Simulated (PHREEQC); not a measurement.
Consider water at 25 °C with 0.013 mol TMAH and 0.0013 mol CO2 per kg of water. Closed to the air; pH follows from the charge balance.

Model: ion-association model, phreeqc.dat, run in PHREEQC.

This is a speciation only: nothing precipitates in the calculation.

### Question
Predict the pH, ionic strength.

### Answer
pH 11.96; ionic strength 0.0143 mol/kgw.

### Question
In which forms is C present?

### Answer
CO3-2 98 %, HCO3- 1.6 % of the C.

(CH3)4N+ isn't in the database: it is added as a free cation with an ion size of 4 Å.
